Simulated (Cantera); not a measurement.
Thermodynamics of iron carbonyl, mercury and lead vapours, feed Fe(CO)₅ + O₂ + N₂

A closed system holds: 1 mol Fe(CO)₅, 0.11 mol O₂, 0.87 mol N₂, equilibrated at 2.40 Torr.

Method: chemical equilibrium by Gibbs-energy minimisation in Cantera with the NASA 1993 tables (ideal gas, pure condensed phases). Candidate condensed phases: C, Fe, Fe(CO)₅, FeO, Fe₂O₃, Fe₃O₄; 27 gas species. Kinetics and transport are ignored.

```
T (K)   x CO   x N₂   x CO₂      x Fe  n Fe(α)  n Fe(γ)
-----  -----  -----  ------  --------  -------  -------
923    0.814  0.148  0.0375    <1e-12     1.00        0
973    0.814  0.148  0.0375  1.19e-12     1.00        0
1023   0.814  0.148  0.0375  1.40e-11     1.00        0
1073   0.814  0.148  0.0375  1.30e-10     1.00        0
1123   0.814  0.148  0.0375  9.73e-10     1.00        0
1173   0.814  0.148  0.0375   6.13e-9     1.00        0
1223   0.814  0.148  0.0375   3.30e-8        0     1.00
1273   0.814  0.148  0.0375   1.55e-7        0    1.000
```
x: gas mole fraction; n: condensed amount in mol.

From 923 K to 1173 K the condensed part is Fe(α). From 1223 K to 1273 K the condensed part is Fe(γ).
